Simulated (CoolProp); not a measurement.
Vapour-liquid equilibrium of methanol (1) + dimethyl carbonate (2) at 85.85 °C; x and y are mole fractions of (1).

Values from CoolProp's multi-fluid Helmholtz-energy mixture model, de Reuck 1993 and Zhou 2011; pair parameters Bell 2016.

Q: Give the bubble pressure and the first vapour's composition at x = 0.05, 0.2, 0.8. Is there an azeotrope?

A: x = 0.05: 110.8 kPa, y = 0.227; x = 0.2: 158.0 kPa, y = 0.516; x = 0.8: 222.9 kPa, y = 0.836. y crosses x between x = 0.8 and 0.95: the model has an azeotrope there.

The pair parameters rest on a limited set of measurements; away from them the model extrapolates.
